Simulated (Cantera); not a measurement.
A Cantera script and its output.

```python
import numpy as np
import cantera as ct

gas = ct.Solution("gri30.yaml")
gas.TPX = 1900, 2666, {'C2H4': 1, 'H2': 6.1}
reactor = ct.IdealGasConstPressureReactor(gas, energy="off", clone=False)
net = ct.ReactorNet([reactor])
net.rtol, net.atol = 1e-08, 1e-18
show = ['C2H4', 'H2', 'C2H6', 'C2H', 'CH4', 'CH2', 'CH3']
times = np.geomspace(2e-05, 3, 14)

steps = ct.SolutionArray(gas, extra=["t"])
rows = []
print(f"{'t/s':>10s}{'T/K':>9s}{'P/Pa':>11s}" + "".join(f"{s:>11s}" for s in show))
for t in times:
    while net.time < t:
        t_next = net.step()
        steps.append(gas.state, t=t_next)
    rows.append([np.interp(t, steps.t, y) for y in (steps.T, steps.P, *steps(*show).X.T)])
    print(f"{t:10.3e}{rows[-1][0]:9.1f}{rows[-1][1]:11.4g}" + "".join(f"{x:11.3e}" for x in rows[-1][2:]))
rate = np.gradient(steps.T, steps.t)
print("integrator steps:", len(steps.t))
if steps.T.max() > steps.T[0] + 200:
    print(f"time of steepest temperature rise: {steps.t[rate.argmax()]:.4e} s")
gas.TPX = 1900, 2666, {'C2H4': 1, 'H2': 6.1}
gas.equilibrate("TP")
print(f"equilibrium (TP): T = {gas.T:.1f} K  " + "  ".join(f"{s} {gas[s].X[0]:.3e}" for s in show))
```

Result:

```
       t/s      T/K       P/Pa       C2H4         H2       C2H6        C2H        CH4        CH2        CH3
 2.000e-05   1900.0       2666  1.400e-01  8.593e-01  7.158e-09  3.648e-11  7.605e-10  6.318e-10  1.628e-09
 5.003e-05   1900.0       2666  1.387e-01  8.594e-01  2.064e-08  2.311e-10  1.021e-08  2.929e-09  8.768e-09
 1.251e-04   1900.0       2666  1.355e-01  8.598e-01  4.322e-08  1.453e-09  9.679e-08  1.028e-08  2.830e-08
 3.130e-04   1900.0       2666  1.274e-01  8.608e-01  7.027e-08  8.993e-09  6.326e-07  2.762e-08  6.386e-08
 7.828e-04   1900.0       2666  1.075e-01  8.632e-01  9.852e-08  5.069e-08  3.259e-06  5.621e-08  1.237e-07
 1.958e-03   1900.0       2666  6.632e-02  8.682e-01  9.125e-08  1.977e-07  1.225e-05  6.189e-08  1.821e-07
 4.898e-03   1900.0       2666  1.775e-02  8.741e-01  3.118e-08  4.570e-07  2.607e-05  2.333e-08  2.186e-07
 1.225e-02   1900.0       2666  3.536e-04  8.759e-01  1.026e-09  1.109e-06  3.221e-05  1.376e-09  4.490e-07
 3.064e-02   1900.0       2666  4.604e-05  8.750e-01  2.110e-10  3.021e-06  3.226e-05  3.119e-09  1.212e-06
 7.664e-02   1900.0       2666  3.748e-05  8.733e-01  1.967e-10  6.258e-06  3.424e-05  1.316e-08  2.662e-06
 1.917e-01   1900.0       2666  3.470e-05  8.723e-01  1.892e-10  8.273e-06  4.527e-05  2.974e-08  4.651e-06
 4.795e-01   1900.0       2666  3.451e-05  8.722e-01  2.243e-10  8.427e-06  7.574e-05  5.108e-08  7.926e-06
 1.199e+00   1900.0       2666  3.451e-05  8.722e-01  3.537e-10  8.424e-06  1.376e-04  9.203e-08  1.440e-05
 3.000e+00   1900.0       2666  3.451e-05  8.721e-01  5.741e-10  8.420e-06  2.036e-04  1.355e-07  2.129e-05
integrator steps: 981
equilibrium (TP): T = 1900.0 K  C2H4 3.451e-05  H2 8.721e-01  C2H6 6.325e-10  C2H 8.419e-06  CH4 2.178e-04  CH2 1.448e-07  CH3 2.277e-05
```

Detailed kinetics in Cantera: GRI-Mech 3.0 (53 species, 325 reactions). GRI-Mech 3.0 was tuned for natural gas; its chemistry of ethylene as a main component is partial and can be far from experiment. GRI-Mech 3.0 stops at C3 and has no aromatics, soot or wall deposition, so with more carbon than oxygen in the feed, carbon stays in small species such as C2H2 where larger ones or solid carbon would form. Radical loss at walls, strong at low pressure, is not modelled.
